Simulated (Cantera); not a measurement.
Charge: 1 mol Si, 0.035 mol CO2, 10 mol N2, at 2075 K and 10.0 Torr.

Equilibrium computed with Cantera from the NASA thermochemical tables; the gas is ideal and each condensed phase is pure. Candidate condensed phases: C, Si, SiC, SiO2, Si2N2O, Si3N4; 34 gas species. Mutual solubility and eutectic melting of coexisting phases are not modelled. The tables' values for SiN are old estimates; treat these amounts as uncertain. Kinetics and transport are ignored.

Base state: N2 0.985, Si 0.00764, SiO 0.00470, CO 0.00219, Si2C 0.000284, Si2N 0.000235, SiN 0.000192, Si2 9.42e-5 (mole fractions); condensed: Si(l) + SiC(s).

### Question
What changes in the equilibrium state with this change: 0.067 mol H2O added?

### Answer
| species | before | after |
|---|---|---|
| N2 | 0.985 | 0.971 |
| SiO | 0.00470 | 0.0102 |
| Si | 0.00764 | 0.00764 |
| H2 | 0 | 0.00559 |
| H | 0 | 0.00172 |
| HCN | 0 | 6.84e-5 |
| SiH | 0 | 3.78e-5 |
| Si2C | 0.000284 | 0.000188 |
| CO | 0.00219 | 0.00314 |
| Si(l), mol | 0.850 | 0.803 |
| SiC(s), mol | 0.00981 | 0 |
Further candidate phases: C6H6, C7H8, C8H18, H2O.
